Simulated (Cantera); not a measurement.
Source: NASA polynomial tables (part measured, part estimated), evaluated in Cantera. Values are per mole of reaction as written; species without (g) are pure solids or liquids, kept so even where they would boil at 1 bar. TaC: taken at fixed stoichiometry.

Question: Between 1450 and 1750 K, where is each reaction favourable under standard conditions?
- TaC ⇌ C + Ta

Answer: 
- TaC ⇌ C + Ta: ΔG° is 140 kJ at 1450 K and 140 kJ at 1750 K; it stays positive (K < 1). ΔH° is 141 kJ and ΔS° 0 J/K at 1750 K.
